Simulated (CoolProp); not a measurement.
Properties of isobutane along the isobar 101 kPa (Tc = 407.8 K, pc = 3629 kPa, ω = 0.184).

The numbers come from the reference Helmholtz-energy equation of state, Bücker 2006 in CoolProp.

```csv
T (K),phase,density (kg/m³),isothermal compressibility (1/MPa),expansivity (1/kK),Prandtl number,fugacity coefficient
141.2,liquid,714.4,0.0006379,1.325,27.7,6.339e-5
162.7,liquid,694.0,0.0007853,1.378,15.5,0.001211
184.2,liquid,673.3,0.0009691,1.444,10.4,0.01071
205.6,liquid,652.2,0.001204,1.527,7.81,0.05601
227.1,liquid,630.5,0.001518,1.633,6.28,0.2050
248.6,liquid,607.8,0.001950,1.772,5.32,0.5750
270,gas,2.715,10.30,4.190,0.764,0.9646
291.5,gas,2.493,10.20,3.766,0.754,0.9724
313,gas,2.308,10.13,3.436,0.748,0.9780
334.5,gas,2.150,10.09,3.169,0.744,0.9822
```

Viscosity comes from a separate model (Vogel 2000). Thermal conductivity comes from a separate model (Perkins 2002).
